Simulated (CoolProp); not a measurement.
Saturation properties of m-xylene (Tc = 343.7 °C, pc = 3535 kPa, ω = 0.326).

Values from CoolProp's reference Helmholtz-energy equation of state, Zhou 2012.

| T (°C) | p (kPa) | liquid density (kg/m³) | vapour density (kg/m³) | liquid cp (kJ/(kg K)) | surface tension (mN/m) | liquid viscosity (µPa s) |
|---|---|---|---|---|---|---|
| 73.55 | 11.71 | 817.2 | 0.4353 | 1.875 | 22.9 | 360 |
| 90.65 | 22.49 | 801.6 | 0.8011 | 1.936 | 21.0 | 313 |
| 107.85 | 40.43 | 785.5 | 1.386 | 1.999 | 19.3 | 274 |
| 124.95 | 68.30 | 769.2 | 2.265 | 2.063 | 17.5 | 242 |
| 142.15 | 110.0 | 752.2 | 3.544 | 2.129 | 15.8 | 214 |
| 159.25 | 169.1 | 734.7 | 5.324 | 2.196 | 14.2 | 191 |
| 176.45 | 251.1 | 716.4 | 7.763 | 2.266 | 12.5 | 170 |
| 193.55 | 360.0 | 697.4 | 11.00 | 2.339 | 10.9 | 152 |
| 210.75 | 502.7 | 677.1 | 15.28 | 2.417 | 9.38 | 135 |
| 227.85 | 683.5 | 655.5 | 20.84 | 2.501 | 7.89 | 121 |
| 245.05 | 911.2 | 632.0 | 28.12 | 2.597 | 6.45 | 108 |
| 262.25 | 1192 | 606.2 | 37.67 | 2.711 | 5.07 | 95.3 |
| 279.35 | 1531 | 577.2 | 50.31 | 2.855 | 3.77 | 83.8 |
| 296.55 | 1943 | 543.0 | 67.83 | 3.063 | 2.55 | 72.7 |
| 313.65 | 2432 | 500.7 | 93.45 | 3.429 | 1.45 | 61.3 |

It boils at 139.1 °C under 1 atm.

Viscosity comes from a separate model (Cao 2016). Surface tension comes from a separate correlation (Mulero 2014).
